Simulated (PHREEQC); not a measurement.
Phosphoric acid bath: an equilibrium model

Consider water at 25 °C with 0.023 mol/kgw NaH2PO4, 0.00044 mol/kgw HNO3 and 2.3e-07 mol/kgw H4SiO4. It is in equilibrium with CO2 at log p = -3.4 (atm). Otherwise closed; pH follows from the charge balance.

All values are PHREEQC results (ion-association model, phreeqc.dat), not measurements.

```json
{
 "pH": "3.94",
 "ionic_strength": "0.0232 mol/kgw",
 "specific_conductance": "1760 µS/cm",
 "total_alkalinity": "-0.440 meq/kg"
}
```

| species | molality | activity | log γ |
|---|---|---|---|
| Na+ | 0.0230 | 0.0199 | -0.063 |
| H2PO4- | 0.0226 | 0.0197 | -0.061 |
| NO3- | 0.000440 | 0.000377 | -0.067 |
| H3PO4 | 0.000330 | 0.000332 | 0.002 |
| H+ | 0.000130 | 0.000115 | -0.054 |
| HPO4-2 | 1.89e-5 | 1.07e-5 | -0.248 |
| CO2 | 1.35e-5 | 1.36e-5 | 0.002 |
| NaHPO4- | 4.77e-7 | 4.14e-7 | -0.061 |
| H4SiO4 | 2.30e-7 | 2.31e-7 | 0.002 |
| HCO3- | 6.05e-8 | 5.26e-8 | -0.061 |

This is a speciation only: nothing precipitates in the calculation. Complexes and solids missing from the database can't appear.
